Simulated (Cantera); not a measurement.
Input: 1 mol Fe3O4, 350 mol H2, at 1625 K and 58.0 mbar.

Method: chemical equilibrium by Gibbs-energy minimisation in Cantera with the NASA 1993 tables (ideal gas, pure condensed phases). Candidate condensed phases: Fe, FeO, Fe(OH)2, Fe(OH)3, Fe2O3, Fe3O4, H2O; 12 gas species. Equilibrium is a limit: real reactors are often held back by kinetics, nucleation or transport.

Base state: H2 0.988, H2O 0.0114, H 0.000291, Fe 2.99e-5 (mole fractions); condensed: Fe(γ).

Task: What changes in the equilibrium state with this change: pressure from 58.0 mbar to 54.0 Pa?

Result: 
| species | before | after |
|---|---|---|
| H2 | 0.988 | 0.982 |
| H2O | 0.0114 | 0.0114 |
| Fe | 2.99e-5 | 0.00321 |
| H | 0.000291 | 0.00301 |
| Fe(γ), mol | 2.99 | 1.87 |
